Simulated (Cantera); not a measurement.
Feed: 1 mol CH3Cl, 0.38 mol F2, 15 mol H2, at 2725 K and 0.0100 bar.

Method: chemical equilibrium by Gibbs-energy minimisation in Cantera with the NASA 1993 tables (ideal gas, pure condensed phases). Candidate condensed phases: C, C6H6, C7H8, C8H18; 118 gas species. The numbers say what is thermodynamically allowed, not how fast it happens.

Base state: H2 0.476, H 0.430, HF 0.0337, HCl 0.0273, Cl 0.0172, C2H2 (acetylene) 0.0123, C2H 0.00123, C3 0.00122 (mole fractions); condensed: C(graphite).

### Question
What changes in the equilibrium state with this change: F2 from 0.38 to 0.011 mol?

### Answer
```json
[
 {"species": "H2", "before": "0.476", "after": "0.498"},
 {"species": "H", "before": "0.430", "after": "0.440"},
 {"species": "HCl", "before": "0.0273", "after": "0.0280"},
 {"species": "HF", "before": "0.0337", "after": "0.000991"},
 {"species": "C2H2 (acetylene)", "before": "0.0123", "after": "0.0128"},
 {"species": "Cl", "before": "0.0172", "after": "0.0172"},
 {"species": "F", "before": "0.000109", "after": "3.14e-6"},
 {"species": "C2H2 (vinylidene)", "before": "1.92e-5", "after": "2.01e-5"},
 {"species": "C4H2", "before": "0.000131", "after": "0.000137"},
 {"species": "C2HCl", "before": "1.13e-5", "after": "1.16e-5"},
 {"species": "C(graphite), mol", "before": "0.284", "after": "0.269"}
]
```

### Question
What changes in the equilibrium state with this change: temperature from 2725 K to 2448.15 K?

### Answer
```tsv
species	before	after
H2	0.476	0.731
H	0.430	0.170
HCl	0.0273	0.0450
Cl	0.0172	0.00744
C2H2 (acetylene)	0.0123	0.00633
HF	0.0337	0.0398
C2	0.000118	1.99e-6
C3	0.00122	2.18e-5
C	0.000284	8.04e-6
C(graphite), mol	0.284	0.751
```

### Question
What changes in the equilibrium state with this change: temperature from 2725 K to 2175 K?

### Answer
```tsv
species	before	after
H2	0.476	0.854
HCl	0.0273	0.0541
H	0.430	0.0451
Cl	0.0172	0.00208
C2H2 (acetylene)	0.0123	0.00191
HF	0.0337	0.0427
C2	0.000118	1.26e-8
C3	0.00122	1.45e-7
C	0.000284	9.74e-8
C(graphite), mol	0.284	0.932
```
